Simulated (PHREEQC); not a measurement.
**Hard or scaling water (model solution)**

Dissolve 0.0029 mol/kgw MgCl2, 0.0039 mol/kgw CO2 and 0.057 mol/kgw LiCl at 16 °C. Closed to the air; pH follows from the charge balance.

All values are PHREEQC results (ion-association model, phreeqc.dat), not measurements.

```
Quantity                      Result
--------------------  --------------
pH                              4.40
ionic strength        0.0658 mol/kgw
specific conductance      5020 µS/cm
density                  1.001 g/cm³
```

```json
[
 {"species": "Cl-", "molality": "0.0628", "activity": "0.0502", "log γ": "-0.098"},
 {"species": "Li+", "molality": "0.0570", "activity": "0.0468", "log γ": "-0.086"},
 {"species": "CO2", "molality": "0.00385", "activity": "0.00391", "log γ": "0.007"},
 {"species": "Mg+2", "molality": "0.00290", "activity": "0.00133", "log γ": "-0.340"},
 {"species": "H+", "molality": "4.73e-5", "activity": "3.99e-5", "log γ": "-0.073"},
 {"species": "HCO3-", "molality": "4.66e-5", "activity": "3.80e-5", "log γ": "-0.089"}
]
```

No solid was allowed to form.
